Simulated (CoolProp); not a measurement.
500 sccm (0 °C, 1 atm) of nitrogen bubbles through liquid n-octane at 356.1 K and leaves saturated at a total pressure of 0.15 MPa (ideal gas phase). Each further row changes one setting.

Computed with CoolProp (reference Helmholtz-energy equation of state, Beckmüller 2019).

```csv
case,vapour pressure (kPa),mole fraction of vapour,delivery (mg/min),delivery (sccm),change of delivery for a bath 1 K warmer (%)
as stated,26.0,0.174,(withheld),105,4.5
bath temperature 361.1 K,(withheld),0.208,668,131,(withheld)
total pressure 0.3 MPa,26.0,(withheld),242,47.5,4.1
```

Q: What belongs in the gaps?

A: 
- as stated, delivery (mg/min): 535
- bath temperature 361.1 K, vapour pressure (kPa): 31.1
- bath temperature 361.1 K, change of delivery for a bath 1 K warmer (%): 4.6
- total pressure 0.3 MPa, mole fraction of vapour: 0.0868
